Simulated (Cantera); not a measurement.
A closed system holds: 1 mol MgO, 7.3 mol C, 3.5 mol H₂, at 1.33 mbar.

Method: chemical equilibrium by Gibbs-energy minimisation in Cantera with the NASA 1993 tables (ideal gas, pure condensed phases). Candidate condensed phases: C, C₆H₆, C₇H₈, C₈H₁₈, H₂O, Mg, MgCO₃, MgO, Mg(OH)₂; 116 gas species. The tables' values for MgH are old estimates; treat these amounts as uncertain. Kinetics and transport are ignored.

x: gas mole fraction; n: condensed amount in mol.

```json
[
 {"T (K)": "1325", "x H₂": "0.957", "x CO": "0.0214", "x Mg": "0.0214", "x H": "4.38e-5", "x C₂H₂ (acetylene)": "8.15e-7", "n C(graphite)": "7.22", "n MgO(s)": "0.922"},
 {"T (K)": "1425", "x H₂": "0.690", "x CO": "0.155", "x Mg": "0.155", "x H": "0.000155", "x C₂H₂ (acetylene)": "2.43e-6", "n C(graphite)": "6.51", "n MgO(s)": "0.213"},
 {"T (K)": "1525", "x H₂": "0.636", "x CO": "0.182", "x Mg": "0.182", "x H": "0.000517", "x C₂H₂ (acetylene)": "7.69e-6", "n C(graphite)": "6.30", "n MgO(s)": "0"},
 {"T (K)": "1625", "x H₂": "0.635", "x CO": "0.182", "x Mg": "0.182", "x H": "___", "x C₂H₂ (acetylene)": "___", "n C(graphite)": "6.30", "n MgO(s)": "0"},
 {"T (K)": "1725", "x H₂": "0.633", "x CO": "0.181", "x Mg": "0.181", "x H": "___", "x C₂H₂ (acetylene)": "___", "n C(graphite)": "6.30", "n MgO(s)": "0"},
 {"T (K)": "1825", "x H₂": "0.628", "x CO": "0.181", "x Mg": "0.181", "x H": "0.00956", "x C₂H₂ (acetylene)": "0.000135", "n C(graphite)": "6.30", "n MgO(s)": "0"},
 {"T (K)": "1925", "x H₂": "0.619", "x CO": "0.180", "x Mg": "0.180", "x H": "0.0206", "x C₂H₂ (acetylene)": "0.000284", "n C(graphite)": "6.30", "n MgO(s)": "0"}
]
```

Fill in the missing entries.


- 1625, x H: 0.00154
- 1625, x C₂H₂ (acetylene): 2.26e-5
- 1725, x H: 0.00405
- 1725, x C₂H₂ (acetylene): 5.83e-5
